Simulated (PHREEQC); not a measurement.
Consider water at 25 °C with 0.00036 mol CaSO4, 0.0012 mol Na2SO4 and 0.0022 mol MgSO4 per kg of water. Closed to the air; pH follows from the charge balance.

Equilibrium calculation in PHREEQC: ion-association model, phreeqc.dat.

| quantity | before | after |
|---|---|---|
| pH | 6.96 | 7.01 |
| ionic strength (mol/kgw) | 0.0114 | 0.00554 |
| SO4-2 (mol/kgw) | 0.00314 | 0.00168 |
| Ca+2 (mol/kgw) | 0.000291 | 0.000310 |
| CaSO4 (mol/kgw) | 6.92e-5 | 4.97e-5 |
| NaSO4- (mol/kgw) | 2.43e-5 | 1.47e-5 |
| SI of Gypsum (CaSO4:2H2O) | -1.83 | -1.97 |

**Question.** Name the change that produced these shifts.
A) diluted 100-fold with water
B) diluted 10-fold with water
C) MgSO4 from 0.0022 to 0.00022 mol/kgw
D) CaSO4 from 0.00036 to 0.00018 mol/kgw
E) MgSO4 replaced by MnSO4 at the same molality

**Answer.** C, MgSO4 from 0.0022 to 0.00022 mol/kgw

Precipitation was switched off in this run.
